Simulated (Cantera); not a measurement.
## Dilute partial oxidation

An isothermal, constant-pressure homogeneous reactor starts with 2.81 % CH₃OH, 0.291 % O₂, 96.9 % N₂, equivalence ratio 15, at 1323 K and 7500 Torr.

Cantera simulation using GRI-Mech 3.0 (53 species, 325 reactions); the numbers are that mechanism's predictions, not measurements. GRI-Mech 3.0 was tuned for natural gas; its chemistry of methanol as a main component is partial and can be far from experiment.

```tsv
t (s)	x CH₃OH	x O₂	x HCO	x H₂	x H₂O₂
0.00100	0.000805	5.29e-6	1.78e-7	0.0447	6.55e-9
0.00277	5.41e-5	3.20e-6	9.22e-9	0.0472	1.77e-10
0.00765	1.14e-6	2.48e-6	6.01e-10	0.0474	3.43e-11
0.0211	5.68e-9	1.81e-6	2.85e-10	0.0474	1.41e-11
0.0585	6.87e-11	1.06e-6	1.81e-10	0.0474	5.44e-12
0.162	3.32e-11	3.84e-7	1.30e-10	0.0475	1.45e-12
0.447	2.78e-11	4.19e-8	1.10e-10	0.0475	<1e-12
1.24	2.68e-11	1.41e-10	1.06e-10	0.0476	<1e-12
3.42	2.59e-11	<1e-12	1.05e-10	0.0478	<1e-12
9.46	2.44e-11	<1e-12	1.02e-10	0.0482	<1e-12
26.2	2.32e-11	<1e-12	1.01e-10	0.0485	<1e-12
72.3	2.29e-11	<1e-12	1.01e-10	0.0486	<1e-12
200	2.29e-11	<1e-12	1.01e-10	0.0486	<1e-12
```
x: mole fraction; the columns are a selection and need not sum to one.

Equilibrium at this temperature and pressure: CH₃OH 7.85e-12, O₂ <1e-12, HCO 1.02e-10, H₂ 0.0490, H₂O₂ <1e-12 (gas phase only).
